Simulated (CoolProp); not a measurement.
Vapour-liquid equilibrium of CHF3 (R23) (1) + R125 (2) at 0.721 MPa; x and y are mole fractions of (1).

Values from CoolProp's multi-fluid Helmholtz-energy mixture model, Penoncello 2003 and Lemmon 2005; pair parameters Bell 2016.

```tsv
x	bubble temperature (K)	y at the bubble point	dew temperature at overall composition x (K)	liquid density (mol/L)
0.05	272.2	0.127	274.2	11.20
0.125	267.4	0.292	272.2	11.66
0.2	263.0	0.429	270.1	12.12
0.275	258.9	0.543	267.9	12.60
0.35	255.2	0.635	265.6	13.08
0.425	251.8	0.711	263.2	13.58
0.5	248.7	0.773	260.5	14.09
0.575	245.9	0.824	257.7	14.62
0.65	243.3	0.867	254.5	15.17
0.725	241.0	0.903	251.1	15.74
0.8	238.8	0.934	247.2	16.34
0.875	236.8	0.961	242.8	16.97
0.95	234.9	0.985	237.6	17.63
```

No azeotrope shows between x = 0.05 and 0.95.

Pair parameters are fitted to limited data, so mixtures are less certain than the pure fluids.
